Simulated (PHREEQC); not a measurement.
Consider water at 5 °C with 1 mmol/kgw ZnSO4, 0.22 mmol/kgw NaHCO3 and 0.88 mmol/kgw NaCl. Closed to the air; pH follows from the charge balance.

All values are PHREEQC results (ion-association model, phreeqc.dat), not measurements.

Precipitation was switched off in this run.

Order these S species by the share of S that they hold, largest first: Zn(SO4)2-2, SO4-2, ZnSO4, NaSO4-.

SO4-2 (91 %), ZnSO4 (9.0 %), NaSO4- (0.33 %), Zn(SO4)2-2 (0.16 %)

Order these Zn species by the share of Zn that they hold, largest first: ZnCO3, Zn+2, ZnHCO3+, Zn(OH)2, ZnSO4.

Zn+2 (87 %), ZnSO4 (9.0 %), ZnHCO3+ (1.4 %), ZnCO3 (1.2 %), Zn(OH)2 (0.38 %)

The pH is 7.33 and the ionic strength 0.00464 mol/kgw. Species that the database lacks are ignored. Away from 25 °C the constants follow the database's enthalpies or fits; those with neither stay at their 25 °C values.
